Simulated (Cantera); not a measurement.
What does this Cantera script print?

```python
import numpy as np
import cantera as ct

gas = ct.Solution("gri30.yaml")
gas.TPX = 1650, 54000, {'CH4': 1, 'H2O': 0.8, 'H2': 0.21}
reactor = ct.IdealGasConstPressureReactor(gas, energy="off", clone=False)
net = ct.ReactorNet([reactor])
net.rtol, net.atol = 1e-08, 1e-18
show = ['CH4', 'H2O', 'H2', 'CH2CO', 'O']
times = np.geomspace(3e-06, 5, 9)

steps = ct.SolutionArray(gas, extra=["t"])
rows = []
print(f"{'t/s':>10s}{'T/K':>9s}{'P/Pa':>11s}" + "".join(f"{s:>11s}" for s in show))
for t in times:
    while net.time < t:
        t_next = net.step()
        steps.append(gas.state, t=t_next)
    rows.append([np.interp(t, steps.t, y) for y in (steps.T, steps.P, *steps(*show).X.T)])
    print(f"{t:10.3e}{rows[-1][0]:9.1f}{rows[-1][1]:11.4g}" + "".join(f"{x:11.3e}" for x in rows[-1][2:]))
rate = np.gradient(steps.T, steps.t)
print("integrator steps:", len(steps.t))
if steps.T.max() > steps.T[0] + 200:
    print(f"time of steepest temperature rise: {steps.t[rate.argmax()]:.4e} s")
gas.TPX = 1650, 54000, {'CH4': 1, 'H2O': 0.8, 'H2': 0.21}
gas.equilibrate("TP")
print(f"equilibrium (TP): T = {gas.T:.1f} K  " + "  ".join(f"{s} {gas[s].X[0]:.3e}" for s in show))
```

Output:

```
       t/s      T/K       P/Pa        CH4        H2O         H2      CH2CO          O
 3.000e-06   1650.0    5.4e+04  4.975e-01  3.980e-01  1.045e-01  1.466e-21  1.220e-13
 1.798e-05   1650.0    5.4e+04  4.973e-01  3.980e-01  1.045e-01  9.231e-17  3.109e-12
 1.078e-04   1650.0    5.4e+04  4.964e-01  3.979e-01  1.049e-01  3.717e-12  6.026e-11
 6.461e-04   1650.0    5.4e+04  4.884e-01  3.968e-01  1.102e-01  2.362e-08  2.530e-10
 3.873e-03   1650.0    5.4e+04  4.246e-01  3.818e-01  1.663e-01  8.383e-06  2.578e-10
 2.322e-02   1650.0    5.4e+04  2.444e-01  3.293e-01  3.398e-01  4.152e-05  1.183e-10
 1.392e-01   1650.0    5.4e+04  7.438e-02  2.638e-01  5.143e-01  4.915e-05  7.721e-11
 8.341e-01   1650.0    5.4e+04  3.162e-02  1.680e-01  6.177e-01  2.365e-05  5.922e-11
 5.000e+00   1650.0    5.4e+04  1.789e-02  5.497e-02  7.107e-01  3.690e-06  2.561e-11
integrator steps: 1438
equilibrium (TP): T = 1650.0 K  CH4 1.001e-02  H2O 2.237e-06  H2 7.561e-01  CH2CO 1.575e-07  O 1.687e-15
```

Computed with Cantera and GRI-Mech 3.0 (53 species, 325 reactions).
